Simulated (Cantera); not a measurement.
A perfectly stirred reactor is fed with 1.27 % CH2O, 0.881 % O2, 97.8 % N2, equivalence ratio 1.4, at 11.0 bar; it is held at 1000 K, and followed from long to short residence time.

Cantera simulation using GRI-Mech 3.0 (53 species, 325 reactions); the numbers are that mechanism's predictions, not measurements.

### Question
Predict: x(CH2O) at τ = 1.10 s; x(O2) at τ = 1.10 s; x(CH2O) at τ = 32.0 ms; x(O2) at τ = 32.0 ms.

### Answer
| Quantity | Result |
|---|---|
| x(CH2O) at τ = 1.10 s | 0.000103 |
| x(O2) at τ = 1.10 s | 0.000847 |
| x(CH2O) at τ = 32.0 ms | 0.000838 |
| x(O2) at τ = 32.0 ms | 0.00347 |
